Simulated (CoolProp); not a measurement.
Methane at 298.15 K and 0.335 MPa flows at 0.056 m/s in a round tube of 50 mm bore and 15 µm roughness, fully developed (64/Re and Nu = 3.66 if laminar; Colebrook and Gnielinski if turbulent). Each further row changes one setting.

Computed with CoolProp (reference Helmholtz-energy equation of state, Setzmann 1991).

| case | Reynolds number | Darcy friction factor | pressure drop (Pa/m) | heat-transfer coefficient (W/(m² K)) | mass flow (kg/h) |
|---|---|---|---|---|---|
| as stated | 544 | 0.118 | 0.00805 | 2.51 | 0.863 |
| velocity 0.112 m/s | 1090 | 0.0588 | 0.0161 | 2.51 | 1.73 |
| diameter 100 mm | 1090 | 0.0588 | 0.00201 | 1.26 | 3.45 |

Viscosity comes from a separate model (Quiñones-Cisneros 2006). Thermal conductivity comes from a separate model (Friend 1989).
